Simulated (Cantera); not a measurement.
Feed: 1 mol SiCl4, 0.11 mol C3H8, a varied amount of H2, at 2177 °C and 133 Pa.

Method: chemical equilibrium by Gibbs-energy minimisation in Cantera with the NASA 1993 tables (ideal gas, pure condensed phases). Candidate condensed phases: C, C6H6, C7H8, C8H18, Si, SiC; 109 gas species. Kinetics and transport are ignored.

**Question.** Which condensed phases are stable at each of these points (n(H2) (mol)): 1.5, 3.1, 4.8, 6.4, 8, 9.6, 11, 13, 15, 16, 18, 19?

**Answer.** 
| n(H2) (mol) | condensed phases | Si condensed (%) |
|---|---|---|
| 1.5 | C(graphite) | 0.0 |
| 3.1 | gas only | 0.0 |
| 4.8 | gas only | 0.0 |
| 6.4 | gas only | 0.0 |
| 8 | gas only | 0.0 |
| 9.6 | gas only | 0.0 |
| 11 | gas only | 0.0 |
| 13 | gas only | 0.0 |
| 15 | gas only | 0.0 |
| 16 | gas only | 0.0 |
| 18 | gas only | 0.0 |
| 19 | gas only | 0.0 |

At 1.5 mol H2 the condensed part is C(graphite). From 3.1 mol H2 to 19 mol H2 nothing is condensed.
